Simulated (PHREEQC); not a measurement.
PHREEQC input (ion-association model, wateq4f.dat):

```
SOLUTION_MASTER_SPECIES
  An  An-  0  An  62.0  # stands for a non-complexing anion
SOLUTION_SPECIES
  An- = An-
    -log_k 0
    -gamma 3.0 0
PHASES
  Fix_H+
    H+ = H+
    -log_k 0
SOLUTION 1
  temp 25
  units mmol/kgw
  pH 7 charge
  Na 10
  An 10
END
SELECTED_OUTPUT 1
  -reset false
  -pH true
  -pe true
  -ionic_strength true
  -water true
  -totals Na
  -molalities Hfo_wOH Hfo_wOH2+ Hfo_wO- Hfo_sOH Hfo_sOH2+ Hfo_sO-
USER_PUNCH 1
  -headings sigma psi
  10 PUNCH EDL("sigma", "Hfo"), EDL("psi", "Hfo")
PRINT
  -reset false
USE solution 1
SURFACE 1
  Hfo_wOH 0.000224719 600 0.1
  Hfo_sOH 5.61798e-06
EQUILIBRIUM_PHASES 1
  Fix_H+ -4 HAn 10
    -force_equality true
  O2(g) -0.68 10
END
# ... the last block is repeated for the other 16 points of pH, with NaOH or the acid as the point needs
```

Selected output (columns that matter, 17 of 17 rows; pH added in front):

```
pH	mu	Na	m_Hfo_wOH	m_Hfo_wOH2+	m_Hfo_wO-	m_Hfo_sOH	m_Hfo_sOH2+	m_Hfo_sO-	sigma	psi
4	0.010177	0.01	9.0774e-05	0.00013252	1.4244e-06	2.2694e-06	3.313e-06	3.5611e-08	0.2161	0.1849
4.38	0.010099	0.01	0.00011426	0.00010768	2.7775e-06	2.8565e-06	2.692e-06	6.9437e-08	0.17293	0.17367
4.75	0.010062	0.01	0.0001332	8.6842e-05	4.6802e-06	3.3299e-06	2.171e-06	1.17e-07	0.13544	0.16125
5.12	0.010041	0.01	0.00014764	6.9942e-05	7.1392e-06	3.6909e-06	1.7486e-06	1.7848e-07	0.10353	0.14756
5.5	0.010027	0.01	0.00015802	5.6592e-05	1.0108e-05	3.9505e-06	1.4148e-06	2.527e-07	0.076626	0.13227
5.88	0.010019	0.01	0.00016466	4.6782e-05	1.3277e-05	4.1165e-06	1.1695e-06	3.3193e-07	0.05523	0.11574
6.25	0.010013	0.01	0.00016848	3.9961e-05	1.6274e-05	4.2121e-06	9.9902e-07	4.0684e-07	0.039047	0.09849
6.62	0.010009	0.01	0.00017059	3.5168e-05	1.8958e-05	4.2648e-06	8.7919e-07	4.7394e-07	0.026721	0.080205
7	0.010006	0.01	0.0001717	3.1741e-05	2.1277e-05	4.2925e-06	7.9354e-07	5.3193e-07	0.017249	0.060525
7.38	0.010003	0.01	0.00017222	2.9322e-05	2.3174e-05	4.3056e-06	7.3304e-07	5.7935e-07	0.010134	0.040161
7.75	0.010001	0.01	0.00017244	2.7552e-05	2.4725e-05	4.3111e-06	6.888e-07	6.1813e-07	0.0046599	0.019906
8.12	0.010001	0.010002	0.0001725	2.6071e-05	2.6147e-05	4.3125e-06	6.5177e-07	6.5369e-07	-0.00012646	-0.00055382
8.5	0.010005	0.010007	0.00017243	2.4606e-05	2.7681e-05	4.3108e-06	6.1516e-07	6.9204e-07	-0.0050693	-0.021558
8.88	0.010012	0.010015	0.00017219	2.299e-05	2.9543e-05	4.3047e-06	5.7475e-07	7.3858e-07	-0.010802	-0.042329
9.25	0.010025	0.010031	0.00017164	2.1107e-05	3.1975e-05	4.2909e-06	5.2766e-07	7.9937e-07	-0.017916	-0.062102
9.62	0.010055	0.010063	0.0001705	1.881e-05	3.5405e-05	4.2626e-06	4.7026e-07	8.8513e-07	-0.027356	-0.081201
10	0.010124	0.010136	0.00016821	1.6004e-05	4.0502e-05	4.2053e-06	4.001e-07	1.0126e-06	-0.040384	-0.099878
```

Species that the database lacks are ignored.
